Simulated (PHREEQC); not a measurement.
Dissolve 0.3 mol/kgw Na2SO4, 0.0012 mol/kgw Na2B4O7 and 0.062 mol/kgw KBr at 25 °C. Closed to the air; pH follows from the charge balance.

The numbers come from PHREEQC with the Pitzer model, pitzer.dat.

```tsv
quantity	before	after
pH	8.97	9.14
B(OH)3 (mol/kgw)	0.00241	0.00242
B(OH)4- (mol/kgw)	0.00238	0.00238
B3O3(OH)4- (mol/kgw)	8.34e-7	7.21e-7
B4O5(OH)4-2 (mol/kgw)	2.68e-8	1.31e-8
```

Task: Name the change that produced these shifts.
(A) temperature from 25 to 15 °C
(B) Na2SO4 left out
(C) KBr from 0.062 to 0.0124 mol/kgw
(D) diluted 2-fold with water
(E) KBr from 0.062 to 0.124 mol/kgw

Result: B, Na2SO4 left out

No solid was allowed to form.
